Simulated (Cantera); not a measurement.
Feed: 1 mol Si3N4, 0.037 mol C, 4.1 mol N2, equilibrated at 1723 K and 43.0 mbar.

Equilibrium computed with Cantera from the NASA thermochemical tables; the gas is ideal and each condensed phase is pure. Candidate condensed phases: C, Si, SiC, Si3N4; 20 gas species. Mutual solubility and eutectic melting of coexisting phases are not modelled. Rates play no part.

Base state: N2 1.000 (mole fractions); condensed: SiC(s) + Si3N4(s).

### Question
What changes in the equilibrium state with this change: temperature from 1723 K to 2125 K?

### Answer
```
species         before     after
-------------  -------  --------
N2               1.000     0.995
Si             3.31e-6   0.00404
Si2N           9.79e-8  0.000193
Si2            2.27e-9   5.55e-5
Si3              <1e-9   1.12e-5
SiC(s), mol     0.0370    0.0359
Si3N4(s), mol    0.988         0
Si(l), mol           0      2.93
```
The tables' values for SiN are old estimates; treat these amounts as uncertain.
